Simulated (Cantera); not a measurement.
A perfectly stirred reactor is fed with 19.0 % CO, 4.17 % H2, 15.9 % O2, 59.6 % N2, 1.40 % H2O, equivalence ratio 0.73, at 750 Torr; it is adiabatic with a 448 K inlet, and is followed from long to short residence time, starting on the burning branch (τ in s: 0.033, 0.017, 0.0089, 0.0046, 0.0024, 0.0012, 0.00064, 0.00033, 0.00017, 8.8e-05, 4.5e-05, 2.3e-05, 1.2e-05).

Computed with Cantera and GRI-Mech 3.0 (53 species, 325 reactions).

x: mole fraction; the columns are a selection and need not sum to one.

```
τ (s)    T (K)    x CO      x H2    x O2    x HO2      x O   x H2O2     x OH
-------  -----  ------  --------  ------  -------  -------  -------  -------
0.033     2167  0.0131  0.000733  0.0528  1.90e-6  0.00150  5.50e-8  0.00410
0.017     2131  0.0171  0.000985  0.0546  2.30e-6  0.00211  6.54e-8  0.00466
0.0089    2084  0.0222   0.00132  0.0568  3.07e-6  0.00297  8.34e-8  0.00524
0.0046    2025  0.0283   0.00176  0.0593  4.40e-6  0.00418  1.13e-7  0.00578
0.0024    1955       …         …  0.0621        …        …        …  0.00619
0.0012    1868  0.0426   0.00288  0.0653  9.42e-6  0.00777  2.43e-7  0.00638
0.00064   1777  0.0503   0.00345  0.0686  1.30e-5  0.00984  3.77e-7  0.00625
0.00033   1664  0.0604   0.00399  0.0734  1.81e-5   0.0118  6.47e-7  0.00567
0.00017   1510  0.0787   0.00439  0.0828  2.71e-5   0.0121  1.29e-6  0.00435
8.8e-5     448   0.190    0.0417   0.159   <1e-12   <1e-12   <1e-12   <1e-12
4.5e-5     448   0.190    0.0417   0.159   <1e-12   <1e-12   <1e-12   <1e-12
2.3e-5     448   0.190    0.0417   0.159   <1e-12   <1e-12   <1e-12   <1e-12
1.2e-5     448   0.190    0.0417   0.159   <1e-12   <1e-12   <1e-12   <1e-12
```

### Question
Complete the blanks.

### Answer

- 0.0024, x CO: 0.0350
- 0.0024, x H2: 0.00227
- 0.0024, x HO2: 6.41e-6
- 0.0024, x O: 0.00574
- 0.0024, x H2O2: 1.59e-7
